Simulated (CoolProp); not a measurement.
Ethylene along the isobar 5.34 MPa: density (kg/m³) from the reference equation and from simpler models built on Tc = 9.2 °C, pc = 5.042 MPa, ω = 0.087; each cubic takes its own stable root.

Computed with CoolProp (reference Helmholtz-energy equation of state, Smukala 2000).

```csv
T (°C),phase,reference
-121.55,liquid,596.6
-88.45,liquid,551.4
-55.25,liquid,500.2
-22.15,liquid,435.2
11.05,supercritical,264.6
44.25,supercritical,80.54
77.35,supercritical,63.67
110.55,supercritical,54.22
143.65,supercritical,47.81
176.85,supercritical,43.02
```

**Question.** How far does each simpler model (van der Waals, Redlich-Kwong, Peng-Robinson) lie from the reference over these 10 states: mean and median of the absolute difference, and the worst?

**Answer.** 
- van der Waals: mean 17.0 %, median 13.8 %, worst -34.1 % at -121.55 °C and 5.34 MPa
- Redlich-Kwong: mean 4.3 %, median 2.1 %, worst -17.3 % at 11.05 °C and 5.34 MPa
- Peng-Robinson: mean 5.1 %, median 3.5 %, worst -11.3 % at 11.05 °C and 5.34 MPa
